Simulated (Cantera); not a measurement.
What does this Cantera script print?

```python
import numpy as np
import cantera as ct

gas_names = """
    AL ALCL ALCL2 ALCL3 ALH ALO ALOCL ALOH ALO2 ALO2H AL2 AL2CL6 AL2O AL2O2 CL CLO CL2 H HALO HCL HOCL
    HO2 H2 H2O H2O2 O OH O2 O3
""".split()
cond_names = """
    AL(cr) AL(L) ALCL3(s) ALCL3(L) AL2O3(a) AL2O3(L) H2O(s) H2O(L)
""".split()


def load(file, names, dense=False):
    # The tables refer to 1 bar. Condensed volumes are neglected.
    table = {s.name: s for s in ct.Species.list_from_file(file)}
    out = []
    for n in names:
        d = dict(table[n].input_data)
        d["thermo"] = dict(d["thermo"], **{"reference-pressure": 1e5})
        if dense:
            d["equation-of-state"] = {"model": "constant-volume", "density": "1e6 g/cm^3"}
        out.append(ct.Species.from_dict(d))
    return out


gas = ct.Solution(thermo="ideal-gas", species=load("nasa_gas.yaml", gas_names))
cond = {s.name: ct.Solution(thermo="fixed-stoichiometry", species=[s], name=s.name)
        for s in load("nasa_condensed.yaml", cond_names, dense=True)}
atoms = {
    'Al': {'AL': 1},
    'HCl': {'H': 1, 'CL': 1},
    'O2': {'O': 2},
}
top_T = {}  # K; cautious upper limits of use, not melting points


def equilibrate(T, P, feed):
    n = {}
    for name, mol in feed.items():
        for a, k in atoms[name].items():
            n[a] = n.get(a, 0.0) + k * mol
    gas.TPX = T, P, n
    mass = sum(n.values()) * gas.mean_molecular_weight
    gas.equilibrate("TP")
    valid = [c for c in cond.values() if c.min_temp <= T <= top_T.get(c.name, c.max_temp)]
    mix = ct.Mixture([(gas, mass / gas.mean_molecular_weight)] + [(c, 0.0) for c in valid])
    mix.T, mix.P = T, P
    mix.equilibrate("TP", solver="vcs", rtol=1e-11, max_steps=5000)
    return mix


results = []
feed = {'Al': 1, 'HCl': 0.39, 'O2': 0.71}  # mol
P = 101325  # Pa
for T in [1048, 1098, 1148, 1198, 1248, 1298, 1348, 1398, 1448, 1498, 1548, 1598, 1648, 1698]:
    mix = equilibrate(T, P, feed)
    results.append((T, P, feed, dict(zip(mix.species_names, mix.species_moles))))

top = {s: max(r[3][s] / sum(r[3][g] for g in gas_names) for r in results) for s in gas_names}
cols = sorted((s for s in top if top[s] > 1e-05), key=lambda s: -top[s])[:8]
seen = [c for c in cond_names if any(r[3].get(c, 0) > 1e-12 for r in results)]
print("log10 of partial pressures in bar; condensed amounts in mol")
print(f"{'T/K':>10s}" + "".join(f"{s[:9]:>10s}" for s in cols + seen))
for T, P, feed, n in results:
    ng = sum(n[g] for g in gas_names)
    print(f"{T:10.4g}" + "".join(f"{np.log10(max(n[s] / ng * P / 1e5, 1e-99)):10.3f}" for s in cols)
          + "".join(f"{n.get(c, 0):10.4g}" for c in seen))
```

Output:

```
log10 of partial pressures in bar; condensed amounts in mol
       T/K       HCL        H2     ALCL3     ALCL2    AL2CL6       H2O        CL         H  AL2O3(a)
      1048    -0.192    -0.651    -0.834    -6.705    -2.944    -5.160    -8.018    -8.438    0.4733
      1098    -0.193    -0.651    -0.831    -6.235    -3.197    -4.922    -7.521    -7.932    0.4733
      1148    -0.193    -0.651    -0.830    -5.808    -3.428    -4.704    -7.067    -7.471    0.4733
      1198    -0.193    -0.651    -0.829    -5.418    -3.640    -4.506    -6.650    -7.047    0.4733
      1248    -0.193    -0.651    -0.828    -5.060    -3.834    -4.324    -6.266    -6.656    0.4733
      1298    -0.193    -0.651    -0.828    -4.730    -4.011    -4.156    -5.911    -6.296    0.4733
      1348    -0.193    -0.651    -0.828    -4.425    -4.175    -4.002    -5.582    -5.961    0.4733
      1398    -0.193    -0.652    -0.828    -4.143    -4.325    -3.859    -5.276    -5.651    0.4733
      1448    -0.193    -0.652    -0.828    -3.881    -4.465    -3.727    -4.992    -5.361    0.4733
      1498    -0.193    -0.652    -0.828    -3.637    -4.594    -3.604    -4.726    -5.091    0.4733
      1548    -0.193    -0.652    -0.828    -3.409    -4.715    -3.489    -4.476    -4.838    0.4733
      1598    -0.193    -0.652    -0.829    -3.196    -4.827    -3.382    -4.243    -4.600    0.4733
      1648    -0.193    -0.653    -0.830    -2.997    -4.933    -3.281    -4.023    -4.377    0.4733
      1698    -0.193    -0.653    -0.831    -2.811    -5.033    -3.187    -3.815    -4.167    0.4733
```

Equilibrium computed with Cantera from the NASA thermochemical tables; the gas is ideal and each condensed phase is pure. The tables' values for AlCl2 are old estimates; treat these amounts as uncertain.
